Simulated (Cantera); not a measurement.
Feed: 1 mol TEOS, a varied amount of N2O, at 1225 °C and 100000 Pa.

Cantera equilibrium calculation (NASA polynomials, part measured and part estimated; ideal gas, pure solids and liquids). Candidate condensed phases: C, C6H6, C7H8, C8H18, H2O, Si, SiC, SiO2, Si2N2O, Si3N4; 151 gas species. The feed counts by its element totals alone. The tables hold silica as quartz up to 1696 K and as liquid above; real silica turns to tridymite and cristobalite and melts near 1996 K. Gases not in the tables: Si(OH)4. The numbers say what is thermodynamically allowed, not how fast it happens.

Task: Which condensed phases are stable at each of these points (n(N2O) (mol)): 1.6, 2, 2.6, 3.2, 4.1, 5.1, 6.4, 8.1, 10, 13, 16, 20, 26?

Result: 
```
n(N2O) (mol)              condensed phases  Si condensed (%)
------------  ----------------------------  ----------------
1.6           C(graphite) + SiO2(β-quartz)             100.0
2             C(graphite) + SiO2(β-quartz)             100.0
2.6           C(graphite) + SiO2(β-quartz)             100.0
3.2           C(graphite) + SiO2(β-quartz)             100.0
4.1           C(graphite) + SiO2(β-quartz)             100.0
5.1           C(graphite) + SiO2(β-quartz)             100.0
6.4                         SiO2(β-quartz)             100.0
8.1                         SiO2(β-quartz)             100.0
10                          SiO2(β-quartz)             100.0
13                          SiO2(β-quartz)             100.0
16                          SiO2(β-quartz)             100.0
20                          SiO2(β-quartz)             100.0
26                          SiO2(β-quartz)             100.0
```

From 1.6 mol N2O to 5.1 mol N2O the condensed part is C(graphite) + SiO2(β-quartz). From 6.4 mol N2O to 26 mol N2O the condensed part is SiO2(β-quartz).
